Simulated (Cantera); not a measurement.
Input: 1 mol CaO, 28 mol Cl₂, 0.32 mol H₂, equilibrated at 1200 K and 0.450 bar.

Cantera equilibrium calculation (NASA polynomials, part measured and part estimated; ideal gas, pure solids and liquids). Candidate condensed phases: Ca, CaCl₂, CaO, Ca(OH)₂, H₂O; 21 gas species. Condensed phases not in the tables: oxide chlorides. Rates play no part.

**Question.** What is the equilibrium state?

**Answer.** 
```
Item                                  Value
--------------------------------  ---------
x(Cl₂)                                0.952
x(HCl)                               0.0229
x(O₂)                                0.0179
x(Cl)                               0.00688
x(ClO)                              2.43e-5
x(CaCl₂)                            1.55e-5
x(H₂O)                              5.11e-6
n(CaCl₂(l))                       1.000 mol
gas amount                        27.92 mol
log10 activity of Ca(l) (absent)     -26.43
```
